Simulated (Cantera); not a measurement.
## Thermodynamics of silicon oxide and oxynitride deposition, feed HMDSO + NO + N2

Input: 1 mol HMDSO, 0.41 mol NO, 3.6 mol N2, at 1250 K and 0.133 bar.

These are equilibrium values from Cantera (NASA tables, ideal gas, pure condensed phases), not measurements of a reactor. Candidate condensed phases: C, C6H6, C7H8, C8H18, H2O, Si, SiC, SiO2, Si2N2O, Si3N4; 151 gas species. The feed counts by its element totals alone. Rates play no part.

| Quantity | Value |
|---|---|
| x(H2) | 0.736 |
| x(N2) | 0.230 |
| x(CO) | 0.0335 |
| x(CH4) | 0.000793 |
| x(HCN) | 5.21e-5 |
| x(H2O) | 4.95e-5 |
| x(NH3) | 6.16e-6 |
| x(CO2) | 1.44e-6 |
| x(H) | 1.14e-6 |
| n(C(graphite)) | 5.58 mol |
| n(Si2N2O(s)) | 1.00 mol |
| gas amount | 12.20 mol |
| log10 activity of Si(s) (absent) | -5.83 |
